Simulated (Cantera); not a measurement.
An adiabatic, constant-pressure homogeneous reactor starts with 8.93 % CO, 7.86 % H2, 17.5 % O2, 65.7 % N2, equivalence ratio 0.48, at 1500 K and 0.680 bar.

Model: GRI-Mech 3.0 (53 species, 325 reactions), integrated in Cantera.

Problem. Predict: time of steepest temperature rise; temperature at 0.200 s; equilibrium temperature; x(CO) at 0.200 s; x(H2) at 0.200 s; x(O2) at 0.200 s; x(H2O) at 0.200 s; x(OH) at 0.200 s.

Solution. 
```
Property                                                             Value
---------------------------------  ---------------------------------------
time of steepest temperature rise                                  28.5 µs
temperature at 0.200 s                                              2500 K
equilibrium temperature                                             2500 K
x(CO) at 0.200 s                     0.0124 (gas-phase equilibrium 0.0124)
x(H2) at 0.200 s                   0.00182 (gas-phase equilibrium 0.00182)
x(O2) at 0.200 s                     0.0927 (gas-phase equilibrium 0.0927)
x(H2O) at 0.200 s                    0.0764 (gas-phase equilibrium 0.0764)
x(OH) at 0.200 s                     0.0114 (gas-phase equilibrium 0.0114)
```
